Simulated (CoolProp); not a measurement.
Methane along the isotherm -17.75 °C: Z from the reference equation and from simpler models built on Tc = -82.6 °C, pc = 4.599 MPa, ω = 0.011; each cubic takes its own stable root.

Computed with CoolProp (reference Helmholtz-energy equation of state, Setzmann 1991).

| p (MPa) | phase | reference |
|---|---|---|
| 0.767 | gas | 0.9773 |
| 1.53 | gas | 0.9545 |
| 2.3 | gas | 0.9312 |
| 3.07 | gas | 0.9078 |
| 3.83 | gas | 0.8847 |
| 4.6 | supercritical | 0.8612 |
| 5.37 | supercritical | 0.8378 |
| 6.13 | supercritical | 0.8151 |
| 6.9 | supercritical | 0.7925 |

### Question
How far does each simpler model (Pitzer virial, van der Waals, Soave-Redlich-Kwong) lie from the reference over these 9 states: mean and median of the absolute difference, and the worst?

### Answer
- Pitzer virial: mean 0.4 %, median 0.4 %, worst +0.7 % at -17.75 °C and 6.9 MPa
- van der Waals: mean 1.5 %, median 1.2 %, worst -3.8 % at -17.75 °C and 6.9 MPa
- Soave-Redlich-Kwong: mean 0.3 %, median 0.1 %, worst +0.9 % at -17.75 °C and 6.9 MPa
